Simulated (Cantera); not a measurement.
Feed: 1 mol Fe3O4, 3.3 mol CO, equilibrated at 2175 K and 0.0220 bar.

These are equilibrium values from Cantera (NASA tables, ideal gas, pure condensed phases), not measurements of a reactor. Candidate condensed phases: C, Fe, Fe(CO)5, FeO, Fe2O3, Fe3O4; 15 gas species. The tables' stoichiometric FeO is somewhat more stable than real wüstite, so its field is too wide. FeO: taken at fixed stoichiometry. Rates play no part.

Base state: CO 0.663, CO2 0.315, Fe 0.0194, FeO 0.00141, O2 0.000263, O 0.000252 (mole fractions); condensed: FeO(l).

### Question
What changes in the equilibrium state with this change: Fe3O4 replaced by TiO2?

### Answer
```csv
species,before,after
CO,0.663,0.924
CO2,0.315,0.0757
TiO2,0,0.000119
Fe,0.0194,0
FeO,0.00141,0
O2,0.000263,7.81e-6
O,0.000252,4.34e-5
"FeO(l), mol",2.93,0
"Ti4O7(l), mol",0,0.250
```
Condensed phases not in the tables: Magnéli phases beyond Ti4O7. Further candidate phases: Ti, TiC, TiO, TiO2, Ti2O3, Ti3O5, Ti4O7.
